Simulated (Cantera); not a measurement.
An isothermal, constant-pressure homogeneous reactor starts with CH4 : H2 = 1 : 2.3 (molar parts), at 1825 K and 130000 Pa.

Model: GRI-Mech 3.0 (53 species, 325 reactions), integrated in Cantera. GRI-Mech 3.0 stops at C3 and has no aromatics, soot or wall deposition, so with more carbon than oxygen in the feed, carbon stays in small species such as C2H2 where larger ones or solid carbon would form.

x: mole fraction; the columns are a selection and need not sum to one.

| t (s) | x CH4 | x H2 | x CH3 | x C2H6 | x C2H4 | x H | x C2H2 |
|---|---|---|---|---|---|---|---|
| 5.00e-6 | 0.303 | 0.697 | 0.000369 | 2.44e-6 | [?] | 4.43e-5 | 2.81e-9 |
| 2.06e-5 | 0.301 | 0.697 | 0.00125 | 9.57e-5 | [?] | 0.000147 | 1.68e-6 |
| 8.48e-5 | 0.295 | 0.700 | 0.00209 | 0.000459 | [?] | 0.000251 | 0.000345 |
| 0.000349 | 0.270 | 0.715 | 0.00197 | 0.000413 | [?] | 0.000263 | 0.00741 |
| 0.00144 | 0.200 | 0.759 | 0.00149 | 0.000232 | [?] | 0.000284 | 0.0357 |
| 0.00592 | 0.0972 | 0.823 | 0.000758 | 5.87e-5 | 0.00224 | 0.000321 | 0.0766 |
| 0.0244 | 0.0329 | 0.863 | 0.000270 | 8.19e-6 | 0.00229 | 0.000352 | 0.101 |
| 0.100 | 0.0171 | 0.872 | 0.000143 | 3.17e-6 | 0.00239 | 0.000363 | 0.108 |
| 0.413 | 0.0167 | 0.873 | 0.000140 | 3.09e-6 | 0.00239 | 0.000363 | 0.108 |
| 1.70 | 0.0167 | 0.873 | 0.000140 | 3.09e-6 | 0.00239 | 0.000363 | 0.108 |
| 7.00 | 0.0167 | 0.873 | 0.000140 | 3.09e-6 | 0.00239 | 0.000363 | 0.108 |

Task: Some entries are withheld; supply them.

Result: 
- 5.00e-6, x C2H4: 1.07e-6
- 2.06e-5, x C2H4: 7.24e-5
- 8.48e-5, x C2H4: 0.00160
- 0.000349, x C2H4: 0.00445
- 0.00144, x C2H4: 0.00333
